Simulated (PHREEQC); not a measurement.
Make-up at 60 °C: 64 mmol/kgw NH3. Closed to the air; pH follows from the charge balance.

Equilibrium calculation in PHREEQC: ion-association model, phreeqc.dat.

Each row changes one thing in this solution. Precipitation was switched off in this run.

| case | pH | ionic strength (mol/kgw) | NH3 (mol/kgw) | NH4+ (mol/kgw) |
|---|---|---|---|---|
| as made | 10.05 | 0.00113 | 0.0629 | 0.00113 |
| NH3 from 0.064 to 0.0704 mol/kgw | 10.07 | 0.00119 | 0.0692 | 0.00119 |
| NH3 from 0.064 to 0.0064 mol/kgw | 9.54 | 0.000345 | 0.00605 | 0.000345 |
| NH3 replaced by NH4Br at the same molality | ? | 0.0640 | ? | 0.0640 |
| diluted 2-fold with water | ? | 0.000791 | ? | 0.000791 |
| diluted 10-fold with water | 9.54 | 0.000345 | 0.00605 | 0.000345 |
| NH3 from 0.064 to 0.0128 mol/kgw | 9.70 | 0.000493 | ? | 0.000493 |

Question: Complete the blanks.

Answer: 
- NH3 replaced by NH4Br at the same molality, pH: 4.84
- NH3 replaced by NH4Br at the same molality, NH3 (mol/kgw): 1.73e-5
- diluted 2-fold with water, pH: 9.90
- diluted 2-fold with water, NH3 (mol/kgw): 0.0312
- NH3 from 0.064 to 0.0128 mol/kgw, NH3 (mol/kgw): 0.0123

At this temperature some constants are extrapolated from 25 °C, and those without enthalpy data are left unchanged.
